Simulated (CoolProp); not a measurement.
A simple Rankine cycle with water: condensing at 316.15 K, boiler at 13 MPa, turbine inlet 606 K, turbine efficiency 0.8, pump efficiency 0.7, no recuperator. Each further row changes one setting.

Model: reference Helmholtz-energy equation of state, Wagner 2002, in CoolProp.

| case | thermal efficiency (%) | net work (kJ/kg) | heat in (kJ/kg) | turbine exit temperature (K) | volume ratio over the turbine |
|---|---|---|---|---|---|
| as stated | ? | 755 | 2480 | 316.2 | 925 |
| turbine inlet 626 K | 30.9 | ? | ? | 316.2 | ? |
| condensing temperature 308.15 K | 31.3 | 787 | 2520 | 308.1 | 1380 |
| boiler pressure 9.1 MPa | 30.1 | 810 | 2690 | 316.2 | 556 |
| turbine efficiency 0.7 | 26.5 | 658 | 2480 | 316.2 | 977 |

Q: Some entries are withheld; supply them.

A: 
- as stated, thermal efficiency (%): 30.4
- turbine inlet 626 K, net work (kJ/kg): 809
- turbine inlet 626 K, heat in (kJ/kg): 2620
- turbine inlet 626 K, volume ratio over the turbine: 825

The expansion ends wet for: as stated; turbine inlet 626 K; condensing temperature 308.15 K; boiler pressure 9.1 MPa; turbine efficiency 0.7.
